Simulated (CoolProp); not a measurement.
Vapour-liquid equilibrium of R143a (1) + R152A (2) at 296.2 K; x and y are mole fractions of (1).

Computed with CoolProp (multi-fluid Helmholtz-energy mixture model, Lemmon and Jacobsen 2000 and Outcalt 1996; pair parameters Bell 2016).

```
x      bubble pressure (MPa)  y at the bubble point  dew pressure at overall composition x (MPa)  liquid density (mol/L)
-----  ---------------------  ---------------------  -------------------------------------------  ----------------------
0.05                  0.6029                  0.103                                       0.5816                   13.56
0.125                 0.6600                  0.232                                       0.6119                   13.36
0.2                   0.7139                  0.338                                       0.6450                   13.16
0.275                 0.7652                  0.429                                       0.6811                   12.96
0.35                  0.8144                  0.508                                       0.7204                   12.77
0.425                 0.8618                  0.579                                       0.7631                   12.58
0.5                   0.9079                  0.643                                       0.8094                   12.39
0.575                 0.9528                  0.703                                       0.8593                   12.20
0.65                  0.9970                  0.760                                       0.9128                   12.01
0.725                  1.041                  0.814                                       0.9696                   11.83
0.8                    1.084                  0.866                                        1.029                   11.64
0.875                  1.127                  0.917                                        1.091                   11.46
0.95                   1.170                  0.967                                        1.155                   11.28
```

No azeotrope shows between x = 0.05 and 0.95.

Pair parameters are fitted to limited data, so mixtures are less certain than the pure fluids.
